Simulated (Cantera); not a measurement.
Feed: 1 mol SiC, 0.1 mol CO₂, 34 mol H₂, held at 802 °C and 0.00220 bar.

Equilibrium computed with Cantera from the NASA thermochemical tables; the gas is ideal and each condensed phase is pure. Candidate condensed phases: C, C₆H₆, C₇H₈, C₈H₁₈, H₂O, Si, SiC, SiO₂; 123 gas species. Mutual solubility and eutectic melting of coexisting phases are not modelled. Kinetics and transport are ignored.

Base state: H₂ 0.999, CO 0.000726, CH₄ 9.91e-5 (mole fractions); condensed: C(graphite) + SiC(s) + SiO₂(β-quartz).

Question: What changes in the equilibrium state with this change: temperature from 802 °C to 900 °C?

Answer: 
```json
[
 {"species": "H₂", "before": "0.999", "after": "0.996"},
 {"species": "CO", "before": "0.000726", "after": "0.00390"},
 {"species": "CH₄", "before": "9.91e-5", "after": "1.97e-5"},
 {"species": "C(graphite), mol", "before": "0.160", "after": "0"},
 {"species": "SiC(s), mol", "before": "0.912", "after": "0.966"},
 {"species": "SiO₂(β-quartz), mol", "before": "0.0876", "after": "0.0334"}
]
```
The tables hold silica as quartz up to 1696 K and as liquid above; real silica turns to tridymite and cristobalite and melts near 1996 K.

Question: What changes in the equilibrium state with this change: pressure from 0.00220 bar to 3.00 bar?

Answer: 
| species | before | after |
|---|---|---|
| H₂ | 0.999 | 0.994 |
| CH₄ | 9.91e-5 | 0.00592 |
| CO | 0.000726 | 4.96e-9 |
| C(graphite), mol | 0.160 | 0 |
| SiC(s), mol | 0.912 | 0.900 |
| SiO₂(β-quartz), mol | 0.0876 | 0.1000 |
